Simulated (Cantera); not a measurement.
Input: 1 mol SiHCl3, 0.7 mol HCl, 84 mol N2, equilibrated at 1150 °C and 150 Pa.

These are equilibrium values from Cantera (NASA tables, ideal gas, pure condensed phases), not measurements of a reactor. Candidate condensed phases: NH4Cl, Si, Si3N4; 28 gas species. The tables' values for SiCl3 are old estimates; treat these amounts as uncertain. Kinetics and transport are ignored.

Q: What is the equilibrium state?

A: 
```
Item                                 Result
--------------------------------  ---------
x(N2)                                 0.970
x(HCl)                               0.0178
x(SiCl2)                             0.0102
x(SiCl3)                           0.000982
x(H2)                              0.000904
x(SiCl4)                           0.000374
x(Cl)                               8.34e-5
x(H)                                5.17e-6
x(SiHCl3)                           1.47e-6
gas amount                        86.63 mol
log10 activity of Si(s) (absent)      -2.02
```
